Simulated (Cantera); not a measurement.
Feed: 1 mol B, 67 mol H2, held at 133 Pa.

These are equilibrium values from Cantera (NASA tables, ideal gas, pure condensed phases), not measurements of a reactor. Candidate condensed phases: B; 7 gas species. The tables' values for BH2 are old estimates; treat these amounts as uncertain. Rates play no part. All values below are at 1427 °C.

Base state: H2 0.996, H 0.00403, BH2 6.09e-5 (mole fractions); condensed: B(s).

### Question
What changes in the equilibrium state with this change: pressure from 133 Pa to 1000 Pa?

### Answer
```json
[
 {"species": "H2", "before": "0.996", "after": "0.998"},
 {"species": "H", "before": "0.00403", "after": "0.00147"},
 {"species": "BH2", "before": "6.09e-5", "after": "6.10e-5"},
 {"species": "B(s), mol", "before": "0.996", "after": "0.996"}
]
```
